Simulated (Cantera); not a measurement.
Cantera run, input and output.

```python
import numpy as np
import cantera as ct

gas = ct.Solution("gri30.yaml")
gas.TPX = 525, 1000000, {'CH3OH': 1, 'O2': 1.15, 'N2': 4.34, 'H2O': 0.49}
inlet = ct.Reservoir(gas, clone=True)
gas.equilibrate("HP")  # start burning
reactor = ct.IdealGasConstPressureReactor(gas, energy="on", clone=False)
exhaust = ct.Reservoir(gas, clone=True)
tau = [0.053, 0.026, 0.012, 0.006, 0.0029, 0.0014, 0.00068, 0.00033, 0.00016, 7.7e-05, 3.7e-05, 1.8e-05][0]
for a, b in ((inlet, reactor), (reactor, exhaust)):
    ct.MassFlowController(a, b, mdot=lambda t: reactor.mass / tau)
net = ct.ReactorNet([reactor])
show = ['CH3OH', 'O2', 'H2O', 'OH', 'H2', 'C2H', 'CO']

rows = []
print(f"{'tau/s':>10s}{'T/K':>9s}" + "".join(f"{s:>11s}" for s in show))
for tau in [0.053, 0.026, 0.012, 0.006, 0.0029, 0.0014, 0.00068, 0.00033, 0.00016, 7.7e-05, 3.7e-05, 1.8e-05]:
    net.initial_time = 0.0
    net.advance(30 * tau)
    before = gas.X
    net.advance(40 * tau)
    drift = np.max(np.abs(gas.X - before) / (gas.X + 1e-9))
    rows.append([gas.T, *gas[show].X, drift])
    print(f"{tau:10.3e}{gas.T:9.1f}" + "".join(f"{x:11.3e}" for x in gas[show].X))
```

It prints:

```
     tau/s      T/K      CH3OH         O2        H2O         OH         H2        C2H         CO
 5.300e-02   2132.9  1.145e-06  4.837e-05  2.798e-01  3.414e-04  3.769e-02  1.099e-11  5.174e-02
 2.600e-02   2131.5  1.933e-06  7.928e-05  2.797e-01  4.236e-04  3.770e-02  1.823e-11  5.177e-02
 1.200e-02   2129.0  3.237e-06  1.320e-04  2.794e-01  5.635e-04  3.772e-02  2.507e-11  5.182e-02
 6.000e-03   2125.7  4.986e-06  2.062e-04  2.791e-01  7.462e-04  3.776e-02  3.002e-11  5.190e-02
 2.900e-03   2120.6  7.756e-06  3.297e-04  2.786e-01  1.006e-03  3.783e-02  3.688e-11  5.202e-02
 1.400e-03   2113.5  1.210e-05  5.303e-04  2.779e-01  1.344e-03  3.795e-02  5.102e-11  5.222e-02
 6.800e-04   2103.5  1.903e-05  8.525e-04  2.770e-01  1.758e-03  3.812e-02  8.364e-11  5.255e-02
 3.300e-04   2089.6  3.048e-05  1.371e-03  2.758e-01  2.243e-03  3.837e-02  1.638e-10  5.312e-02
 1.600e-04   2070.3  5.015e-05  2.207e-03  2.742e-01  2.768e-03  3.874e-02  3.712e-10  5.409e-02
 7.700e-05   2043.3  8.655e-05  3.587e-03  2.723e-01  3.263e-03  3.922e-02  9.342e-10  5.579e-02
 3.700e-05   2004.7  1.615e-04  5.999e-03  2.699e-01  3.556e-03  3.981e-02  2.426e-09  5.900e-02
 1.800e-05   1940.1  3.596e-04  1.105e-02  2.669e-01  3.234e-03  4.076e-02  5.495e-09  6.597e-02
```

Computed with Cantera and GRI-Mech 3.0 (53 species, 325 reactions). GRI-Mech 3.0 was tuned for natural gas; its chemistry of methanol as a main component is partial and can be far from experiment.
